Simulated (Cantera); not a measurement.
Input (Python, Cantera):

```python
import numpy as np
import cantera as ct

gas = ct.Solution("gri30.yaml")
gas.TPX = 448, 1000000, {'CH4': 1, 'H2': 0.06, 'O2': 1.69, 'N2': 6.36}
flame = ct.FreeFlame(gas, width=0.008)
flame.set_refine_criteria(ratio=3, slope=0.08, curve=0.16)
flame.transport_model = "mixture-averaged"
flame.solve(loglevel=0, auto=True)
z, T = flame.grid, flame.T
thick = (T[-1] - T[0]) / np.gradient(T, z).max()
show = ['CH4', 'H2', 'O2', 'C2H', 'HCN', 'OH']
print(f"laminar burning velocity  {flame.velocity[0] * 100:.3f} cm/s")
print(f"burnt temperature         {T[-1]:.1f} K")
print(f"thermal thickness         {thick * 1e3:.4f} mm")
print(f"grid points               {len(z)}")
z0 = z[flame.heat_release_rate.argmax()]
print(f"{'z/mm':>9s}{'T/K':>9s}{'u/(m/s)':>9s}" + "".join(f"{s:>11s}" for s in show))
rows = []
for k in (-3, -2, -1.5, -1, -0.5, -0.25, 0, 0.25, 0.5, 1, 2, 4, 8):
    zz = z0 + k * thick
    rows.append([k * thick, np.interp(zz, z, T), np.interp(zz, z, flame.velocity),
                 *(np.interp(zz, z, flame.X[gas.species_index(s)]) for s in show)])
    print(f"{rows[-1][0] * 1e3:9.3f}{rows[-1][1]:9.1f}{rows[-1][2]:9.3f}" + "".join(f"{x:11.3e}" for x in rows[-1][3:]))
```

It prints:

```
laminar burning velocity  23.988 cm/s
burnt temperature         2247.4 K
thermal thickness         0.0962 mm
grid points               133
     z/mm      T/K  u/(m/s)        CH4         H2         O2        C2H        HCN         OH
   -0.289    448.8    0.241  1.096e-01  7.891e-03  1.852e-01  6.147e-27  8.008e-10  4.486e-13
   -0.192    455.7    0.245  1.088e-01  1.011e-02  1.844e-01  7.648e-24  1.280e-08  3.970e-11
   -0.144    483.7    0.261  1.066e-01  1.276e-02  1.822e-01  3.674e-21  9.146e-08  8.711e-10
   -0.096    634.4    0.345  9.658e-02  1.731e-02  1.702e-01  6.582e-17  8.353e-07  2.737e-08
   -0.048   1169.3    0.645  6.143e-02  2.323e-02  1.198e-01  4.311e-11  5.508e-06  3.822e-06
   -0.024   1599.6    0.890  3.189e-02  2.616e-02  7.325e-02  1.175e-08  1.106e-05  5.980e-05
    0.000   1986.4    1.110  7.255e-03  2.745e-02  2.729e-02  5.246e-07  1.976e-05  6.491e-04
    0.024   2149.9    1.199  6.610e-04  2.638e-02  6.447e-03  6.196e-07  2.319e-05  1.823e-03
    0.048   2192.7    1.219  5.638e-05  2.612e-02  1.606e-03  1.083e-07  1.562e-05  2.070e-03
    0.096   2219.9    1.232  1.414e-06  2.653e-02  2.922e-04  3.730e-09  6.330e-06  1.560e-03
    0.192   2237.0    1.240  2.898e-08  2.673e-02  7.581e-05  6.811e-11  2.013e-06  9.215e-04
    0.385   2244.9    1.245  1.048e-09  2.676e-02  2.445e-05  1.532e-12  5.904e-07  5.500e-04
    0.770   2247.2    1.246  4.290e-11  2.676e-02  1.348e-05  3.805e-14  1.431e-07  4.271e-04
```

Detailed kinetics in Cantera: GRI-Mech 3.0 (53 species, 325 reactions). Burning velocities carry a grid error of a few per cent, more on coarse grids.
